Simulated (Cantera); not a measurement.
Input (Python, Cantera):

```python
import numpy as np
import cantera as ct

gas = ct.Solution("gri30.yaml")


def delay(T, t_max=10):
    gas.TPX = T, 500000, {'CH4': 1, 'O2': 2.6, 'N2': 9.77}
    reactor = ct.IdealGasConstPressureReactor(gas, clone=False)
    net = ct.ReactorNet([reactor])
    net.rtol, net.atol = 1e-8, 1e-16
    while net.time < t_max:
        t_old, T_old = net.time, reactor.T
        net.step()
        if reactor.T > T + 400:  # ignition: a rise of 400 K
            return t_old + (T + 400 - T_old) / (reactor.T - T_old) * (net.time - t_old)
    return np.nan


taus = []
for T in [1050, 1100, 1150, 1200, 1250, 1300, 1350]:
    taus.append(delay(T))
    print(f"T0 = {T:6g} K   tau = {taus[-1]:.4e} s")
```

Output:

```
T0 =   1050 K   tau = 7.1995e-02 s
T0 =   1100 K   tau = 3.4142e-02 s
T0 =   1150 K   tau = 1.6978e-02 s
T0 =   1200 K   tau = 8.7586e-03 s
T0 =   1250 K   tau = 4.6644e-03 s
T0 =   1300 K   tau = 2.5581e-03 s
T0 =   1350 K   tau = 1.4423e-03 s
```

Detailed kinetics in Cantera: GRI-Mech 3.0 (53 species, 325 reactions).
